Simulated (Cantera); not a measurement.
## Carbothermic reduction: CuO + CH4 + H2

Input: 1 mol CuO, 2 mol CH4, 5.6 mol H2, held at 1125 K.

These are equilibrium values from Cantera (NASA tables, ideal gas, pure condensed phases), not measurements of a reactor. Candidate condensed phases: C, C6H6, C7H8, C8H18, Cu, CuO, Cu(OH)2, Cu2O, H2O; 113 gas species. Kinetics and transport are ignored.

```tsv
P (Pa)	x H2	x CH4	x CO	x H2O	n C(graphite)	n Cu(s)
10	0.906	2.37e-6	0.0943	5.49e-7	1.000	1.000
52	0.906	1.23e-5	0.0943	2.86e-6	1.000	1.000
270	0.906	6.39e-5	0.0943	1.48e-5	0.999	1.000
1400	0.905	0.000331	0.0943	7.68e-5	0.997	1.000
7200	0.904	0.00170	0.0941	0.000394	0.987	1.00
37000	0.896	0.00858	0.0930	0.00198	0.933	1.00
190000	0.861	0.0406	0.0881	0.00927	0.692	1.00
1000000	0.740	0.151	0.0707	0.0353	0	1.00
```
x: gas mole fraction; n: condensed amount in mol.

From 10.0 Pa to 190000 Pa the condensed part is C(graphite) + Cu(s). At 1000000 Pa the condensed part is Cu(s).
